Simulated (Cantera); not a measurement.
Feed: 1 mol AlN, 11 mol H2O, at 7.50 Torr.

Cantera equilibrium calculation (NASA polynomials, part measured and part estimated; ideal gas, pure solids and liquids). Candidate condensed phases: Al, AlN, Al2O3, H2O; 35 gas species. The numbers say what is thermodynamically allowed, not how fast it happens.

Question: At 1050 °C, list the 3 most abundant gas species with their mole fractions, and the condensed phases.

Answer: H2O 0.826, H2 0.130, N2 0.0435. Condensed: Al2O3(s).
